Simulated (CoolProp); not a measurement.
Vapour-liquid equilibrium of R22 (1) + R114 (2) at 308.9 K; x and y are mole fractions of (1).

Values from CoolProp's multi-fluid Helmholtz-energy mixture model, Kamei 1995 and Platzer 1990; pair parameters Bell 2016. This equation is an older, rougher fit; its heat capacities, sound speeds and derivatives of the liquid may be far off and weren't checked against measurements.

### Question
Give the bubble pressure and the first vapour's composition at x = 0.25, 0.55, 0.75. Is there an azeotrope?

### Answer
x = 0.25: 6.467 bar, y = 0.599; x = 0.55: 9.404 bar, y = 0.797; x = 0.75: 11.28 bar, y = 0.891. No azeotrope shows between x = 0.05 and 0.95.

Pair parameters are fitted to limited data, so mixtures are less certain than the pure fluids.
